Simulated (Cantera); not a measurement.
What does this Cantera script print?

```python
import numpy as np
import cantera as ct

gas_names = """
    AL ALCL ALCL2 ALCL3 ALH AL2 AL2CL6 CL CL2 H HCL H2
""".split()
cond_names = """
    AL(cr) AL(L) ALCL3(s) ALCL3(L)
""".split()


# ... load() reads the species with a 1 bar reference pressure and builds the phases ...
atoms = {
    'Al': {'AL': 1},
    'HCl': {'H': 1, 'CL': 1},
}
top_T = {}  # K; cautious upper limits of use, not melting points


# ... equilibrate(T, P, feed) seeds the gas with the atoms and calls Mixture.equilibrate('TP', solver="vcs", rtol=1e-11, max_steps=5000) ...
results = []
P = 9800  # Pa
for T in [400, 475, 550, 625, 700, 775, 850, 925, 1000, 1075, 1150, 1225, 1300, 1375]:
    for m in [1.2, 1.5, 1.9, 2.4, 3.1, 3.9, 5, 6.3]:
        feed = {'Al': 1, 'HCl': m}  # mol
        mix = equilibrate(T, P, feed)
        results.append((T, P, feed, dict(zip(mix.species_names, mix.species_moles))))

for T, P, feed, n in results:
    print(f"{T:7g} {feed['HCl']:10.4g}  " + (" + ".join(c for c in cond_names if n.get(c, 0) > 1e-12) or "gas only"))
```

It prints:

```
    400        1.2  AL(cr) + ALCL3(s)
    400        1.5  AL(cr) + ALCL3(s)
    400        1.9  AL(cr) + ALCL3(s)
    400        2.4  AL(cr) + ALCL3(s)
    400        3.1  ALCL3(s)
    400        3.9  gas only
    400          5  gas only
    400        6.3  gas only
    475        1.2  AL(cr)
    475        1.5  AL(cr)
    475        1.9  AL(cr)
    475        2.4  AL(cr)
    475        3.1  gas only
    475        3.9  gas only
    475          5  gas only
    475        6.3  gas only
    550        1.2  AL(cr)
    550        1.5  AL(cr)
    550        1.9  AL(cr)
    550        2.4  AL(cr)
    550        3.1  gas only
    550        3.9  gas only
    550          5  gas only
    550        6.3  gas only
    625        1.2  AL(cr)
    625        1.5  AL(cr)
    625        1.9  AL(cr)
    625        2.4  AL(cr)
    625        3.1  gas only
    625        3.9  gas only
    625          5  gas only
    625        6.3  gas only
    700        1.2  AL(cr)
    700        1.5  AL(cr)
    700        1.9  AL(cr)
    700        2.4  AL(cr)
    700        3.1  gas only
    700        3.9  gas only
    700          5  gas only
    700        6.3  gas only
    775        1.2  AL(cr)
    775        1.5  AL(cr)
    775        1.9  AL(cr)
    775        2.4  AL(cr)
    775        3.1  gas only
    775        3.9  gas only
    775          5  gas only
    775        6.3  gas only
    850        1.2  AL(cr)
    850        1.5  AL(cr)
    850        1.9  AL(cr)
    850        2.4  AL(cr)
    850        3.1  gas only
    850        3.9  gas only
    850          5  gas only
    850        6.3  gas only
    925        1.2  AL(cr)
    925        1.5  AL(cr)
    925        1.9  AL(cr)
    925        2.4  AL(cr)
    925        3.1  gas only
    925        3.9  gas only
    925          5  gas only
    925        6.3  gas only
   1000        1.2  AL(L)
   1000        1.5  AL(L)
   1000        1.9  AL(L)
   1000        2.4  AL(L)
   1000        3.1  gas only
   1000        3.9  gas only
   1000          5  gas only
   1000        6.3  gas only
   1075        1.2  AL(L)
   1075        1.5  AL(L)
   1075        1.9  AL(L)
   1075        2.4  AL(L)
   1075        3.1  gas only
   1075        3.9  gas only
   1075          5  gas only
   1075        6.3  gas only
   1150        1.2  AL(L)
   1150        1.5  AL(L)
   1150        1.9  AL(L)
   1150        2.4  gas only
   1150        3.1  gas only
   1150        3.9  gas only
   1150          5  gas only
   1150        6.3  gas only
   1225        1.2  AL(L)
   1225        1.5  AL(L)
   1225        1.9  AL(L)
   1225        2.4  gas only
   1225        3.1  gas only
   1225        3.9  gas only
   1225          5  gas only
   1225        6.3  gas only
   1300        1.2  AL(L)
   1300        1.5  gas only
   1300        1.9  gas only
   1300        2.4  gas only
   1300        3.1  gas only
   1300        3.9  gas only
   1300          5  gas only
   1300        6.3  gas only
   1375        1.2  gas only
   1375        1.5  gas only
   1375        1.9  gas only
   1375        2.4  gas only
   1375        3.1  gas only
   1375        3.9  gas only
   1375          5  gas only
   1375        6.3  gas only
```

Cantera equilibrium calculation (NASA polynomials, part measured and part estimated; ideal gas, pure solids and liquids). The tables' values for AlCl2 are old estimates.
